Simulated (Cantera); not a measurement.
A closed system holds: 1 mol SrCl₂, 8.7 mol H₂O, 8.8 mol N₂, at 10.0 mbar.

Equilibrium computed with Cantera from the NASA thermochemical tables; the gas is ideal and each condensed phase is pure. Candidate condensed phases: H₂O, NH₄Cl, Sr, SrCl₂, SrO, Sr(OH)₂; 35 gas species. Mutual solubility and eutectic melting of coexisting phases are not modelled. Condensed phases not in the tables: oxide chlorides. Rates play no part.

x: gas mole fraction; n: condensed amount in mol.

| T (°C) | x N₂ | x H₂O | x SrCl₂ | x H₂ | x HCl | x OH | x O₂ | x H | n SrCl₂(s) | n SrO(s) | n SrCl₂(l) |
|---|---|---|---|---|---|---|---|---|---|---|---|
| 825 | 0.503 | 0.496 | 6.75e-6 | 4.40e-6 | 0.000988 | 2.58e-7 | 2.00e-6 | 5.19e-10 | 0.991 | 0.00865 | 0 |
| 925 | 0.502 | 0.495 | 0.000117 | 2.02e-5 | 0.00332 | 1.65e-6 | 8.89e-6 | 8.55e-9 | 0 | 0.0291 | 0.969 |
| 1025 | 0.500 | 0.490 | 0.00117 | 7.39e-5 | 0.00884 | 7.90e-6 | 3.08e-5 | 9.21e-8 | 0 | 0.0778 | 0.901 |
| 1125 | 0.494 | 0.478 | 0.00824 | 0.000225 | 0.0201 | 2.97e-5 | 8.64e-5 | 7.10e-7 | 0 | 0.180 | 0.673 |
| 1225 | 0.475 | 0.451 | 0.0358 | [?] | 0.0363 | [?] | [?] | [?] | 0 | 0.338 | 0 |
| 1325 | 0.475 | 0.452 | 0.0370 | 0.00134 | 0.0336 | 0.000256 | 0.000477 | 1.95e-5 | 0 | 0.315 | 0 |
| 1425 | 0.475 | 0.451 | 0.0379 | 0.00279 | 0.0314 | 0.000634 | 0.00101 | 7.64e-5 | 0 | 0.297 | 0 |
| 1525 | 0.474 | 0.448 | 0.0385 | 0.00536 | 0.0296 | 0.00141 | 0.00195 | 0.000258 | 0 | 0.284 | 0 |
| 1625 | 0.472 | 0.442 | 0.0388 | [?] | 0.0280 | [?] | [?] | [?] | 0 | 0.273 | 0 |
| 1725 | 0.469 | 0.431 | 0.0388 | 0.0160 | 0.0264 | 0.00544 | 0.00585 | 0.00203 | 0 | 0.263 | 0 |
| 1825 | 0.465 | 0.415 | 0.0384 | 0.0252 | 0.0249 | 0.00955 | 0.00928 | 0.00488 | 0 | 0.249 | 0 |
| 1925 | 0.458 | 0.391 | 0.0375 | 0.0373 | 0.0231 | 0.0157 | 0.0139 | 0.0108 | 0 | 0.221 | 0 |

Question: Fill in the missing entries.

Answer: 
- 1225, x H₂: 0.000583
- 1225, x OH: 9.11e-5
- 1225, x O₂: 0.000203
- 1225, x H: 4.15e-6
- 1625, x H₂: 0.00958
- 1625, x OH: 0.00289
- 1625, x O₂: 0.00349
- 1625, x H: 0.000765
